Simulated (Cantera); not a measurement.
Ammonia decomposition in nitride growth gas

An isothermal, constant-pressure homogeneous reactor starts with 29.4 % NH3, 70.6 % N2, at 2348 K and 0.230 bar.

Model: the gas-phase N/H chemistry of the illustrative SiF4/NH3 mechanism in the Surface Chemkin manual (1991), integrated in Cantera. Walls and surfaces, which speed up NH3 decomposition in real reactors, are not modelled.

```json
[
 {"t (s)": "2.00e-6", "x NH3": "0.294", "x H": "6.29e-6", "x N2H2": "7.54e-10", "x N2H4": "3.93e-11", "x H2": "2.95e-5", "x N": "6.67e-12"},
 {"t (s)": "1.68e-5", "x NH3": "0.293", "x H": "6.58e-6", "x N2H2": "1.21e-7", "x N2H4": "3.38e-9", "x H2": "0.000297", "x N": "6.64e-9"},
 {"t (s)": "0.000141", "x NH3": "0.288", "x H": "2.94e-5", "x N2H2": "6.56e-6", "x N2H4": "1.01e-7", "x H2": "0.00442", "x N": "5.14e-7"},
 {"t (s)": "0.00119", "x NH3": "0.243", "x H": "0.000195", "x N2H2": "6.32e-6", "x N2H4": "5.95e-8", "x H2": "0.0573", "x N": "4.56e-6"},
 {"t (s)": "0.0100", "x NH3": "0.0676", "x H": "0.00104", "x N2H2": "1.37e-6", "x N2H4": "7.13e-9", "x H2": "0.261", "x N": "9.24e-6"},
 {"t (s)": "0.0841", "x NH3": "8.73e-6", "x H": "0.0132", "x N2H2": "1.86e-11", "x N2H4": "<1e-12", "x H2": "0.332", "x N": "1.50e-6"},
 {"t (s)": "0.707", "x NH3": "4.50e-7", "x H": "0.0149", "x N2H2": "<1e-12", "x N2H4": "<1e-12", "x H2": "0.331", "x N": "1.13e-7"},
 {"t (s)": "5.95", "x NH3": "4.37e-7", "x H": "0.0149", "x N2H2": "<1e-12", "x N2H4": "<1e-12", "x H2": "0.331", "x N": "1.10e-7"},
 {"t (s)": "50.0", "x NH3": "4.37e-7", "x H": "0.0149", "x N2H2": "<1e-12", "x N2H4": "<1e-12", "x H2": "0.331", "x N": "1.10e-7"}
]
```
x: mole fraction; the columns are a selection and need not sum to one.

Equilibrium at this temperature and pressure: NH3 4.37e-7, H 0.0149, N2H2 <1e-12, N2H4 <1e-12, H2 0.331, N 1.10e-7 (gas phase only).
